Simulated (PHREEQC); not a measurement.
Copper plating or etch bath with nickel, zinc or cadmium bath: speciation

Solution A (0.035 mol Cu(NO3)2, 0.25 mol HNO3 and 0.043 mol H3BO3 per kg of water) is mixed with solution B (0.0012 mol/kgw ZnSO4, 0.048 mol/kgw KCl and 0.0039 mol/kgw HCl) at 25 °C; shares are by mass of water, 1 kg in all. Oxygen alone is held at its pressure in air (log pO2 = -0.68). CO2 from the air is kept out. Precipitation was switched off in this run.

Model: ion-association model, phreeqc.dat, run in PHREEQC.

| share of solution B | pH | Zn+2 (mol/kgw) | SO4-2 (mol/kgw) | HSO4- (mol/kgw) | KSO4- (mol/kgw) |
|---|---|---|---|---|---|
| 0 | 0.71 | 0 | 0 | 0 | 0 |
| 0.05 | 0.73 | 5.99e-5 | 8.22e-6 | 4.83e-5 | 3.12e-8 |
| 0.1 | 0.76 | 0.000120 | 1.69e-5 | 9.60e-5 | 1.31e-7 |
| 0.15 | 0.78 | 0.000179 | 2.61e-5 | 0.000143 | 3.09e-7 |
| 0.2 | 0.80 | 0.000238 | 3.60e-5 | 0.000189 | 5.79e-7 |
| 0.25 | 0.83 | 0.000297 | 4.65e-5 | 0.000235 | 9.57e-7 |
| 0.3 | 0.86 | 0.000356 | 5.79e-5 | 0.000279 | 1.46e-6 |
| 0.35 | 0.89 | 0.000414 | 7.03e-5 | 0.000322 | 2.12e-6 |
| 0.4 | 0.92 | 0.000472 | 8.39e-5 | 0.000364 | 2.97e-6 |
| 0.45 | 0.96 | 0.000530 | 9.89e-5 | 0.000404 | 4.04e-6 |
| 0.5 | 1.00 | 0.000587 | 0.000116 | 0.000441 | 5.40e-6 |
| 0.55 | 1.04 | 0.000643 | 0.000135 | 0.000476 | 7.12e-6 |
| 0.6 | 1.09 | 0.000699 | 0.000156 | 0.000508 | 9.32e-6 |
| 0.65 | 1.14 | 0.000755 | 0.000182 | 0.000536 | 1.21e-5 |
| 0.7 | 1.20 | 0.000809 | 0.000212 | 0.000558 | 1.58e-5 |
| 0.75 | 1.28 | 0.000863 | 0.000249 | 0.000571 | 2.08e-5 |
| 0.8 | 1.37 | 0.000915 | 0.000297 | 0.000573 | 2.76e-5 |
| 0.85 | 1.48 | 0.000965 | 0.000361 | 0.000557 | 3.74e-5 |
| 0.9 | 1.63 | 0.00101 | 0.000452 | 0.000510 | 5.25e-5 |
| 0.95 | 1.88 | 0.00105 | 0.000598 | 0.000402 | 7.80e-5 |
| 1 | 2.50 | 0.00109 | 0.000877 | 0.000149 | 0.000129 |

Species that the database lacks are ignored.
